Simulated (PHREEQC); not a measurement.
Solution A (0.051 mol NaHSO4, 0.0035 mol NiSO4 and 0.00017 mol MnSO4 per kg of water) is mixed with solution B (3.6 mmol/kgw TMAH, 0.048 mmol/kgw K2SO4 and 0.045 mmol/kgw CO2) at 25 °C; shares are by mass of water, 1 kg in all. The system is closed to oxygen. The system is closed to CO2. Solids allowed: Rhodochrosite, Pyrochroite, Ni(OH)2, NiCO3, Ni4(OH)6SO4, Mirabilite, Morenosite, Nahcolite, Natron. Others were left out.

The series has 11 steps of share of solution B, from 0 to 1.

Computed with PHREEQC (ion-association model, wateq4f.dat).

Task: Between which two steps does the pH jump most, and from what to what?

Result: Between share of solution B = 0.9 and 1: from 2.89 to 11.52.

(CH3)4N+ isn't in the database: it is added as a free cation with an ion size of 4 Å.
